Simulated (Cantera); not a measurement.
**Hydrocarbon pyrolysis for carbon deposition**

An isothermal, constant-pressure homogeneous reactor starts with 9.71 % CH₄, 90.3 % N₂, at 1800 K and 0.910 bar.

Cantera simulation using GRI-Mech 3.0 (53 species, 325 reactions); the numbers are that mechanism's predictions, not measurements. GRI-Mech 3.0 stops at C3 and has no aromatics, soot or wall deposition, so with more carbon than oxygen in the feed, carbon stays in small species such as C2H2 where larger ones or solid carbon would form.

```tsv
t (s)	x CH₄	x H	x H₂	x C₂H	x CH₃	x C₂H₄	x HCN
2.00e-6	0.0971	1.10e-6	6.67e-6	<1e-12	1.44e-5	2.59e-10	<1e-12
6.83e-6	0.0970	1.11e-6	2.55e-5	<1e-12	5.19e-5	2.04e-8	<1e-12
2.33e-5	0.0969	1.18e-6	9.14e-5	<1e-12	0.000178	1.02e-6	2.12e-12
7.95e-5	0.0964	2.01e-6	0.000386	1.59e-11	0.000561	3.93e-5	5.00e-11
0.000271	0.0929	8.84e-6	0.00319	2.30e-9	0.00139	0.000974	2.01e-9
0.000926	0.0718	4.05e-5	0.0281	7.05e-8	0.00157	0.00509	7.51e-8
0.00316	0.0415	7.56e-5	0.0740	2.11e-7	0.000804	0.00126	4.15e-7
0.0108	0.0176	0.000107	0.108	3.10e-7	0.000346	0.000256	1.18e-6
0.0368	0.00566	0.000127	0.125	3.70e-7	0.000116	0.000127	2.31e-6
0.126	0.00169	0.000135	0.130	3.93e-7	3.51e-5	0.000121	3.51e-6
0.429	0.000649	0.000137	0.132	3.99e-7	1.36e-5	0.000122	4.86e-6
1.46	0.000526	0.000137	0.132	4.00e-7	1.10e-5	0.000122	7.71e-6
5.00	0.000526	0.000137	0.132	4.00e-7	1.10e-5	0.000122	1.85e-5
```
x: mole fraction; the columns are a selection and need not sum to one.

Equilibrium at this temperature and pressure: CH₄ 0.000287, H 0.000137, H₂ 0.132, C₂H 1.18e-7, CH₃ 6.01e-6, C₂H₄ 3.61e-5, HCN 0.0623 (gas phase only).
